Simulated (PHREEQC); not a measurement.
Solution (25 °C): 0.13 mol CuSO4, 0.1 mol HNO3 and 0.00016 mol KCl per kg of water. Closed to the air; pH follows from the charge balance.

The numbers come from PHREEQC with the ion-association model, phreeqc.dat.

Each row changes one thing in this solution. This is a speciation only: nothing precipitates in the calculation.

| case | pH | ionic strength (mol/kgw) | K+ (mol/kgw) | Cl- (mol/kgw) | SI of Sylvite (KCl) |
|---|---|---|---|---|---|
| as made | 1.40 | 0.354 | 0.000151 | 0.000150 | -8.89 |
| diluted 2-fold with water | 1.64 | 0.186 | 7.64e-5 | 7.69e-5 | -9.42 |
| HNO3 from 0.1 to 0.01 mol/kgw | 2.53 | 0.268 | 0.000145 | 0.000152 | -8.88 |
| temperature from 25 to 90 °C | 1.71 | 0.347 | 0.000148 | 8.64e-5 | -9.45 |
| temperature from 25 to 5 °C | 1.35 | 0.363 | 0.000152 | 0.000156 | -8.75 |
| CuSO4 left out | 1.08 | 0.100 | 0.000160 | 0.000160 | -8.72 |

At this temperature some constants are extrapolated from 25 °C, and those without enthalpy data are left unchanged.
